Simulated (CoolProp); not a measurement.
The fluid at 307.7 K and 0.566 MPa (stagnation) flows isentropically through a choked orifice. The same conditions are run with several fluids, on thermodynamics alone (safety and materials aside).

Values from CoolProp's reference Helmholtz-energy equation of state of each fluid (C2F6 (R116): Lemmon 2006; R410A: Lemmon 2003; hydrogen chloride: Thol 2018; propane: Lemmon 2009; methane: Setzmann 1991). Blends and air are pseudo-pure fits.

Rank C2F6 (R116), R410A, hydrogen chloride, propane, methane by throat to inlet pressure ratio, highest first.

C2F6 (R116) (0.593), propane (0.586), R410A (0.574), methane (0.543), hydrogen chloride (0.530)

| fluid | mass flux (kg/(m² s)) | throat temperature (K) |
|---|---|---|
| C2F6 (R116) | 2640 | 294.4 |
| R410A | 1990 | 282.8 |
| hydrogen chloride | 1480 | 256.8 |
| propane | 1540 | 287.7 |
| methane | 952 | 266.1 |
